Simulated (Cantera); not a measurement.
Cantera run:

```python
import numpy as np
import cantera as ct

gas_names = """
    CL CLO CL2 N NO NO2 NO3 N2 N2O O O2 O3 Si SiCL SiCL2 SiCL3 SiCL4 SiN SiO SiO2 Si2 Si2N Si3
""".split()
cond_names = """
    Si(cr) Si(L) SiO2(Lqz) SiO2(hqz) SiO2(L) Si2N2O(s) Si3N4(a)
""".split()


# ... load() reads the species with a 1 bar reference pressure and builds the phases ...
atoms = {
    'SiCl4': {'Si': 1, 'CL': 4},
    'N2O': {'N': 2, 'O': 1},
    'N2': {'N': 2},
}
top_T = {'Si2N2O(s)': 2100, 'Si3N4(a)': 2400}  # K; cautious upper limits of use, not melting points


# ... equilibrate(T, P, feed) seeds the gas with the atoms and calls Mixture.equilibrate('TP', solver="vcs", rtol=1e-11, max_steps=5000) ...
results = []
feed = {'SiCl4': 1, 'N2O': 17, 'N2': 5.3}  # mol
T = 1323.15  # K
for P in [5, 21, 85, 350, 1400, 5900, 24000, 100000]:
    mix = equilibrate(T, P, feed)
    results.append((T, P, feed, dict(zip(mix.species_names, mix.species_moles))))

top = {s: max(r[3][s] / sum(r[3][g] for g in gas_names) for r in results) for s in gas_names}
cols = sorted((s for s in top if top[s] > 0.001), key=lambda s: -top[s])[:8]
seen = [c for c in cond_names if any(r[3].get(c, 0) > 1e-12 for r in results)]
print("log10 of partial pressures in bar; condensed amounts in mol")
print(f"{'P/Pa':>10s}" + "".join(f"{s[:9]:>10s}" for s in cols + seen))
for T, P, feed, n in results:
    ng = sum(n[g] for g in gas_names)
    print(f"{P:10.4g}" + "".join(f"{np.log10(max(n[s] / ng * P / 1e5, 1e-99)):10.3f}" for s in cols)
          + "".join(f"{n.get(c, 0):10.4g}" for c in seen))
```

It prints:

```
log10 of partial pressures in bar; condensed amounts in mol
      P/Pa        N2        O2        CL       CL2 SiO2(hqz)
         5    -4.481    -4.954    -5.248    -6.858         1
        21    -3.855    -4.328    -4.674    -5.711         1
        85    -3.242    -3.715    -4.183    -4.730         1
       350    -2.621    -3.095    -3.764    -3.891         1
      1400    -2.014    -2.488    -3.405    -3.173         1
      5900    -1.387    -1.860    -3.062    -2.488         1
   2.4e+04    -0.776    -1.249    -2.743    -1.850         1
     1e+05    -0.155    -0.629    -2.426    -1.216         1
```

Method: chemical equilibrium by Gibbs-energy minimisation in Cantera with the NASA 1993 tables (ideal gas, pure condensed phases). The tables hold silica as quartz up to 1696 K and as liquid above; real silica turns to tridymite and cristobalite and melts near 1996 K.
